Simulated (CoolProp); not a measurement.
Vapour-liquid equilibrium of dimethyl ether (1) + chloromethane (R40) (2) at 32.55 °C; x and y are mole fractions of (1).

The numbers come from the multi-fluid Helmholtz-energy mixture model, Wu 2011 and Thol 2014; pair parameters Bell 2016 in CoolProp.

| x | bubble pressure, mixture model (MPa) | bubble pressure, Raoult's law (MPa) | y, mixture model | y, Raoult's law |
|---|---|---|---|---|
| 0.05 | 0.7093 | 0.7156 | ___ | 0.051 |
| 0.2 | ___ | 0.7178 | 0.187 | 0.203 |
| 0.35 | ___ | 0.7200 | 0.342 | 0.355 |
| 0.5 | ___ | 0.7222 | 0.504 | 0.505 |
| 0.65 | 0.6922 | 0.7244 | 0.665 | 0.655 |
| 0.8 | ___ | 0.7266 | ___ | 0.803 |
| 0.95 | 0.7223 | 0.7289 | 0.958 | 0.951 |

Some entries are withheld; supply them.


- 0.05, y, mixture model: 0.044
- 0.2, bubble pressure, mixture model (MPa): 0.6960
- 0.35, bubble pressure, mixture model (MPa): 0.6883
- 0.5, bubble pressure, mixture model (MPa): 0.6869
- 0.8, bubble pressure, mixture model (MPa): 0.7042
- 0.8, y, mixture model: 0.818

The largest gap from Raoult's law is -4.9 % in bubble pressure, at x = 0.5. y crosses x between x = 0.35 and 0.5: the model has an azeotrope there.

Pair parameters are fitted to limited data, so mixtures are less certain than the pure fluids.
